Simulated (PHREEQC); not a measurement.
Make-up at 25 °C: 0.00076 mol/kgw PbCl2, 6.1e-05 mol/kgw HNO3, 0.13 mol/kgw Zn(NO3)2 and 0.002 mol/kgw H4SiO4. Closed to the air; pH follows from the charge balance.

Equilibrium calculation in PHREEQC: ion-association model, wateq4f.dat.

This is a speciation only: nothing precipitates in the calculation.

Question: Predict the pH, activity of water.

Answer: pH 4.32; activity of water 0.993.

Question: In which forms is Pb present?

Answer: Pb+2 51 %, PbNO3+ 48 %, PbCl+ 0.7 % of the Pb.

Examples of supersaturated solids here: SiO2(a), Quartz (slow to form). Others may be too.
